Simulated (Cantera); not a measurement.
# Ignition delay

Mixture: 4.79 % C₃H₈, 20.0 % O₂, 75.2 % N₂, equivalence ratio 1.2, at 1.30 bar, adiabatic and at constant pressure. Ignition delay is the time to a rise of 400 K.

Computed with Cantera and GRI-Mech 3.0 (53 species, 325 reactions). GRI-Mech 3.0 was tuned for natural gas; its chemistry of propane as a main component is partial and can be far from experiment.

```json
[
 {"T0 (K)": "1100", "delay (ms)": "48.7"},
 {"T0 (K)": "1200", "delay (ms)": "5.59"},
 {"T0 (K)": "1300", "delay (ms)": "0.885"},
 {"T0 (K)": "1400", "delay (ms)": "0.205"},
 {"T0 (K)": "1500", "delay (ms)": "0.0676"},
 {"T0 (K)": "1600", "delay (ms)": "0.0297"},
 {"T0 (K)": "1700", "delay (ms)": "0.0161"},
 {"T0 (K)": "1800", "delay (ms)": "0.0101"},
 {"T0 (K)": "1900", "delay (ms)": "0.00702"},
 {"T0 (K)": "2000", "delay (ms)": "0.00525"}
]
```

```yaml
apparent activation energy between 1800 and 2000 K: 98 kJ/mol
```
